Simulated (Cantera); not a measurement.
Stirred combustor or abatement burner

A perfectly stirred reactor is fed with CO : H₂ : O₂ : N₂ = 1 : 0.065 : 1.02 : 6.86 (molar parts), at 1.00 bar; it is adiabatic with a 475 K inlet, and is followed from long to short residence time, starting on the burning branch (τ in s: 0.21, 0.1, 0.048, 0.023, 0.011, 0.0054, 0.0026, 0.0012, 0.0006, 0.00029, 0.00014, 6.6e-05, 3.2e-05).

Computed with Cantera and GRI-Mech 3.0 (53 species, 325 reactions).

| τ (s) | T (K) | x CO | x H₂ | x O₂ | x H₂O₂ | x NO |
|---|---|---|---|---|---|---|
| 0.21 | 1477 | 0.00145 | 2.02e-5 | 0.0584 | 5.33e-8 | 1.81e-5 |
| 0.10 | 1469 | 0.00236 | 3.23e-5 | 0.0588 | 7.69e-8 | 1.40e-5 |
| 0.048 | 1455 | 0.00383 | 5.07e-5 | 0.0594 | 1.10e-7 | 1.09e-5 |
| 0.023 | 1434 | 0.00623 | 7.86e-5 | 0.0603 | 1.58e-7 | 8.91e-6 |
| 0.011 | 1399 | 0.0103 | 0.000120 | 0.0621 | 2.31e-7 | 7.45e-6 |
| 0.0054 | 1334 | 0.0182 | 0.000185 | 0.0656 | 3.45e-7 | 5.41e-6 |
| 0.0026 | 475 | 0.112 | 0.00727 | 0.114 | <1e-12 | <1e-12 |
| 0.0012 | 475 | 0.112 | 0.00727 | 0.114 | <1e-12 | <1e-12 |
| 0.00060 | 475 | 0.112 | 0.00727 | 0.114 | <1e-12 | <1e-12 |
| 0.00029 | 475 | 0.112 | 0.00727 | 0.114 | <1e-12 | <1e-12 |
| 0.00014 | 475 | 0.112 | 0.00727 | 0.114 | <1e-12 | <1e-12 |
| 6.6e-5 | 475 | 0.112 | 0.00727 | 0.114 | <1e-12 | <1e-12 |
| 3.2e-5 | 475 | 0.112 | 0.00727 | 0.114 | <1e-12 | <1e-12 |
x: mole fraction; the columns are a selection and need not sum to one.
